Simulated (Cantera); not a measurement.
Input: 1 mol Al, 5 mol O2, 1.4 mol H2, at 1875 K and 1.00 Torr.

Equilibrium computed with Cantera from the NASA thermochemical tables; the gas is ideal and each condensed phase is pure. Candidate condensed phases: Al, Al2O3, H2O; 19 gas species. The numbers say what is thermodynamically allowed, not how fast it happens.

Question: What is the equilibrium state?

Answer: 
```json
{
 "x(O2)": "0.707",
 "x(H2O)": "0.273",
 "x(OH)": "0.0125",
 "x(O)": "0.00554",
 "x(H2)": "0.000938",
 "x(H)": "0.000550",
 "x(HO2)": "1.30e-6",
 "n(Al2O3(s))": "0.500 mol",
 "gas_amount": "4.984 mol",
 "log10 activity of Al(l) (absent)": "-12.69"
}
```
